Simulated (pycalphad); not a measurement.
An equivalent pycalphad script:

```python
from pycalphad import Database, equilibrium, calculate, variables as v
import numpy as np
db = Database('COST507.tdb')
comps = ['MG', 'AL', 'SI', 'VA']
phases = ['ALMG_BETA', 'ALMG_EPS', 'ALMG_GAMMA', 'DIAMOND_A4', 'FCC_A1', 'HCP_A3', 'LIQUID', 'MG2SI']
eq = equilibrium(db, comps, phases, {v.X('AL'): 0.755, v.X('SI'): 0.048, v.T: np.arange(1650, 349, -50), v.P: 101325, v.N: 1}, output=['HM', 'SM'])
```

Source of the numbers: pycalphad with the COST 507 light-alloy database (1999); pressure 1 atm. No gas phase is included, though pure Mg would boil below 1650 K. The data set is of 1999 and partly superseded. Amounts are mole fractions of atoms. Diffusion is slow at the low end, where real alloys seldom reach equilibrium.

Results at three of the temperatures:

```
T = 1350.00 K, P = 101325 Pa, N = 1 mol of atoms
G = -78385 J/mol, H = 40710 J/mol, S = 88.22 J/(mol K)  (SER reference)
chemical potentials (J/mol): Mg -96024, Al -73056, Si -89816
phase             fraction      x(Mg)      x(Al)      x(Si)
LIQUID              1.0000     0.1970     0.7550     0.0480
```

```
T = 1300.00 K, P = 101325 Pa, N = 1 mol of atoms
G = -74004 J/mol, H = 39108 J/mol, S = 87.01 J/(mol K)  (SER reference)
chemical potentials (J/mol): Mg -91361, Al -68805, Si -84544
phase             fraction      x(Mg)      x(Al)      x(Si)
LIQUID              1.0000     0.1970     0.7550     0.0480
```

```
T = 400.00 K, P = 101325 Pa, N = 1 mol of atoms
G = -15465 J/mol, H = -747 J/mol, S = 36.79 J/(mol K)  (SER reference)
chemical potentials (J/mol): Mg -19172, Al -11771, Si -58360
phase             fraction      x(Mg)      x(Al)      x(Si)
FCC_A1              0.6275     0.0195     0.9805   2.01e-12
ALMG_BETA           0.2285     0.3886     0.6114       none
MG2SI               0.1440     0.6667       none     0.3333
```

Changes of the phase set, refined by bisection:

```json
[
 {"T (K)": "935.4", "phases above": "liquid", "phases below": "liquid + MG2SI"},
 {"T (K)": "856.6", "phases above": "liquid + MG2SI", "phases below": "fcc + liquid + MG2SI"},
 {"T (K)": "769.8", "phases above": "fcc + liquid + MG2SI", "phases below": "fcc + MG2SI"},
 {"T (K)": "652.3", "phases above": "fcc + MG2SI", "phases below": "ALMG_BETA + fcc + MG2SI"}
]
```

Database names, with the compositions (at.%) that they take in these runs: MG2SI: Mg 67 Si 33; ALMG_BETA: Al 61 Mg 39. FCC_A1 is fcc. An entry "none" or "no" means that the model of the phase leaves that element out.
